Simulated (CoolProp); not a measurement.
The numbers come from the reference Helmholtz-energy equation of state, Akasaka 2019 in CoolProp.

Question: For R1234ze(Z), give the phase and the cp (kJ/(kg K)), cv (kJ/(kg K)), speed of sound (m/s) at 93.35 °C and 0.0378 MPa; 122.75 °C and 0.521 MPa; 49.95 °C and 0.0103 MPa.

Answer: 
- 93.35 °C and 0.0378 MPa: gas; cp 0.954, cv 0.879, speed of sound 169
- 122.75 °C and 0.521 MPa: gas; cp 1.06, cv 0.949, speed of sound 166
- 49.95 °C and 0.0103 MPa: gas; cp 0.872, cv 0.798, speed of sound 160
